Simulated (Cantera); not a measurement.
Cantera run, input and output.

```python
import numpy as np
import cantera as ct

gas = ct.Solution("gri30.yaml")


def delay(T, t_max=10):
    gas.TPX = T, 500000, {'H2': 1, 'O2': 0.238, 'N2': 0.895, 'H2O': 0.086}
    reactor = ct.IdealGasConstPressureReactor(gas, clone=False)
    net = ct.ReactorNet([reactor])
    net.rtol, net.atol = 1e-8, 1e-16
    while net.time < t_max:
        t_old, T_old = net.time, reactor.T
        net.step()
        if reactor.T > T + 400:  # ignition: a rise of 400 K
            return t_old + (T + 400 - T_old) / (reactor.T - T_old) * (net.time - t_old)
    return np.nan


taus = []
for T in [898, 948, 998, 1048, 1098, 1148, 1198, 1248]:
    taus.append(delay(T))
    print(f"T0 = {T:6g} K   tau = {taus[-1]:.4e} s")
```

Output:

```
T0 =    898 K   tau = 1.3549e-01 s
T0 =    948 K   tau = 3.5513e-02 s
T0 =    998 K   tau = 1.0174e-02 s
T0 =   1048 K   tau = 3.0184e-03 s
T0 =   1098 K   tau = 8.5543e-04 s
T0 =   1148 K   tau = 1.9970e-04 s
T0 =   1198 K   tau = 3.8380e-05 s
T0 =   1248 K   tau = 1.5141e-05 s
```

Model: GRI-Mech 3.0 (53 species, 325 reactions), integrated in Cantera. The hydrogen kinetics of GRI-Mech 3.0 are dated; newer H2 mechanisms differ, most at raised pressure. Below about 950 K walls govern HO2 and H2O2 in real vessels.
